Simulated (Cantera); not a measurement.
Source: NASA polynomial tables (part measured, part estimated), evaluated in Cantera. Values are per mole of reaction as written; species without (g) are pure solids or liquids, kept so even where they would boil at 1 bar.

**Question.** Between 1773 and 2573 K, where is each reaction favourable under standard conditions?
- PbO(g) → Pb(g) + O(g)
- 3 PbO(g) → O₃(g) + 3 Pb

**Answer.** 
- PbO(g) → Pb(g) + O(g): ΔG° is 192 kJ at 1773 K and 105 kJ at 2573 K; it stays positive (K < 1). ΔH° is 390 kJ and ΔS° 111 J/K at 2573 K.
- 3 PbO(g) → O₃(g) + 3 Pb: ΔG° is 362 kJ at 1773 K and 523 kJ at 2573 K; it stays positive (K < 1). ΔH° is 28 kJ and ΔS° -192 J/K at 2573 K.
